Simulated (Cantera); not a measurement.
A closed system holds: 1 mol SiO₂, 150 mol H₂, equilibrated at 0.435 Torr.

These are equilibrium values from Cantera (NASA tables, ideal gas, pure condensed phases), not measurements of a reactor. Candidate condensed phases: H₂O, Si, SiO₂; 18 gas species. The tables hold silica as quartz up to 1696 K and as liquid above; real silica turns to tridymite and cristobalite and melts near 1996 K. Rates play no part.

Task: What share of the Si ends up in condensed phases as a function of T (°C), at 1100, 1175, 1250, 1325, 1400, 1475, 1550, 1625?

Result: 
| T (°C) | Si condensed (%) | as |
|---|---|---|
| 1100 | 96.6 | SiO₂(β-quartz) |
| 1175 | 88.2 | SiO₂(β-quartz) |
| 1250 | 64.2 | SiO₂(β-quartz) |
| 1325 | 2.7 | SiO₂(β-quartz) |
| 1400 | 0.0 | - |
| 1475 | 0.0 | - |
| 1550 | 0.0 | - |
| 1625 | 0.0 | - |
